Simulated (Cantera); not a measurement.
A perfectly stirred reactor is fed with 13.6 % H2, 23.4 % O2, 63.1 % N2, at 49000 Pa; it is held at 1350 K, and followed from long to short residence time.

Computed with Cantera and GRI-Mech 3.0 (53 species, 325 reactions). The temperature is held fixed by assumption; the heat of reaction is taken as removed at once.

x: mole fraction; the columns are a selection and need not sum to one.

```tsv
τ (s)	x H2	x O2	x N2O	x NO	x NO2	x H2O2
0.30	0.000112	0.178	6.66e-7	9.56e-7	8.01e-9	3.31e-7
0.16	0.000170	0.178	6.28e-7	8.01e-7	5.96e-9	4.33e-7
0.086	0.000254	0.178	(withheld)	6.80e-7	4.32e-9	5.59e-7
0.046	0.000382	0.178	(withheld)	6.02e-7	3.14e-9	7.16e-7
0.024	0.000579	0.178	(withheld)	5.77e-7	2.36e-9	9.16e-7
0.013	0.000854	0.178	(withheld)	6.16e-7	1.95e-9	1.14e-6
0.0069	0.00127	0.177	(withheld)	7.35e-7	1.73e-9	1.42e-6
0.0037	0.00186	0.177	(withheld)	9.48e-7	1.63e-9	1.74e-6
```

### Question
Some entries are withheld; supply them.

### Answer

- 0.086, x N2O: 5.74e-7
- 0.046, x N2O: 5.11e-7
- 0.024, x N2O: 4.45e-7
- 0.013, x N2O: 3.83e-7
- 0.0069, x N2O: 3.25e-7
- 0.0037, x N2O: 2.72e-7
